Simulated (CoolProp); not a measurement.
Vapour-liquid equilibrium of cyclohexane (1) + n-octane (2) at 218.65 °C; x and y are mole fractions of (1).

Model: multi-fluid Helmholtz-energy mixture model, Zhou 2014 and Beckmüller 2019; pair parameters Bell 2016, in CoolProp.

```json
[
 {"x": "0.05", "bubble pressure (kPa)": "___", "y at the bubble point": "___", "dew pressure at overall composition x (kPa)": "795.9", "liquid density (mol/L)": "4.502"},
 {"x": "0.15", "bubble pressure (kPa)": "___", "y at the bubble point": "0.240", "dew pressure at overall composition x (kPa)": "848.6", "liquid density (mol/L)": "4.655"},
 {"x": "0.25", "bubble pressure (kPa)": "993.7", "y at the bubble point": "0.374", "dew pressure at overall composition x (kPa)": "908.1", "liquid density (mol/L)": "4.817"},
 {"x": "0.35", "bubble pressure (kPa)": "1089", "y at the bubble point": "0.491", "dew pressure at overall composition x (kPa)": "975.8", "liquid density (mol/L)": "4.990"},
 {"x": "0.45", "bubble pressure (kPa)": "1188", "y at the bubble point": "0.594", "dew pressure at overall composition x (kPa)": "1053", "liquid density (mol/L)": "5.175"},
 {"x": "0.55", "bubble pressure (kPa)": "1289", "y at the bubble point": "0.686", "dew pressure at overall composition x (kPa)": "1143", "liquid density (mol/L)": "5.374"},
 {"x": "0.65", "bubble pressure (kPa)": "1394", "y at the bubble point": "___", "dew pressure at overall composition x (kPa)": "1248", "liquid density (mol/L)": "5.589"},
 {"x": "0.75", "bubble pressure (kPa)": "___", "y at the bubble point": "0.841", "dew pressure at overall composition x (kPa)": "___", "liquid density (mol/L)": "5.820"},
 {"x": "0.85", "bubble pressure (kPa)": "1615", "y at the bubble point": "0.909", "dew pressure at overall composition x (kPa)": "1516", "liquid density (mol/L)": "6.072"},
 {"x": "0.95", "bubble pressure (kPa)": "1730", "y at the bubble point": "0.971", "dew pressure at overall composition x (kPa)": "1690", "liquid density (mol/L)": "6.346"}
]
```

Fill in the missing entries.


- 0.05, bubble pressure (kPa): 814.2
- 0.05, y at the bubble point: 0.086
- 0.15, bubble pressure (kPa): 902.0
- 0.65, y at the bubble point: 0.767
- 0.75, bubble pressure (kPa): 1503
- 0.75, dew pressure at overall composition x (kPa): 1371

No azeotrope shows between x = 0.05 and 0.95.

Pair parameters are fitted to limited data, so mixtures are less certain than the pure fluids.
